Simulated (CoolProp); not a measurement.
R141b along the isobar 24000 kPa: density (kg/m³) from the reference equation and from simpler models built on Tc = 477.5 K, pc = 4212 kPa, ω = 0.220; each cubic takes its own stable root.

Computed with CoolProp (reference Helmholtz-energy equation of state, Lemmon 2006). It is a short technical equation, of lower accuracy than the large ones.

| T (K) | phase | reference | van der Waals | Soave-Redlich-Kwong |
|---|---|---|---|---|
| 208.4 | liquid | … | 878.3 | … |
| 246.4 | liquid | 1360 | 855.4 | 1249 |
| 284.4 | liquid | 1299 | … | 1205 |
| 322.5 | liquid | 1237 | 807.4 | 1156 |
| 360.5 | liquid | 1174 | 782.2 | 1101 |
| 398.5 | liquid | 1108 | … | 1041 |
| 436.6 | liquid | 1039 | 729.4 | 975.7 |
| 474.6 | liquid | … | 701.8 | 905.1 |

Q: Some entries are withheld; supply them.

A: 
- 208.4, reference: 1421
- 208.4, Soave-Redlich-Kwong: 1289
- 284.4, van der Waals: 831.8
- 398.5, van der Waals: 756.3
- 474.6, reference: 966.2
